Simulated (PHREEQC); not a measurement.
Solution (60 °C): 0.079 mol (CH3)4NF, 0.017 mol Na2CO3 and 0.15 mol HCl per kg of water. Closed to the air; pH follows from the charge balance.

Computed with PHREEQC (ion-association model, wateq4f.dat).

Each row changes one thing in this solution. No solid was allowed to form.

| case | pH | ionic strength (mol/kgw) | HF (mol/kgw) | F- (mol/kgw) | HF2- (mol/kgw) | NaF (mol/kgw) | SI of Nahcolite (NaHCO3) | SI of Natron (Na2CO3:10H2O) |
|---|---|---|---|---|---|---|---|---|
| as made | 1.51 | 0.151 | 0.0702 | 0.00113 | 0.000360 | 1.13e-5 | -7.87 | -18.29 |
| HCl from 0.15 to 0.015 mol/kgw | 8.63 | 0.112 | 3.87e-7 | 0.0782 | 1.37e-7 | 0.000792 | -3.29 | -6.60 |
| (CH3)4NF from 0.079 to 0.395 mol/kgw | 3.83 | 0.428 | 0.0540 | 0.220 | 0.0576 | 0.00162 | -5.58 | -13.77 |
| (CH3)4NF from 0.079 to 0.0711 mol/kgw | 1.44 | 0.151 | 0.0640 | 0.000860 | 0.000250 | 8.64e-6 | -7.95 | -18.45 |
| HCl from 0.15 to 0.3 mol/kgw | 0.84 | 0.300 | 0.0712 | 0.000274 | 9.17e-5 | 2.33e-6 | -8.55 | -19.69 |
| HCl left out | 10.30 | 0.114 | 8.25e-9 | 0.0783 | 2.91e-9 | 0.000660 | -4.15 | -5.86 |
| diluted 100-fold with water | 3.20 | 0.00179 | 0.000502 | 0.000287 | 6.32e-7 | 5.07e-8 | -10.09 | -20.68 |

Species that the database lacks are ignored. (CH3)4N+ isn't in the database: it is added as a free cation with an ion size of 4 Å. wateq4f.dat counts part of the HF as a dimer, H2F2, which phreeqc.dat doesn't know; its constant is uncertain. Constants without temperature data keep their 25 °C values here.
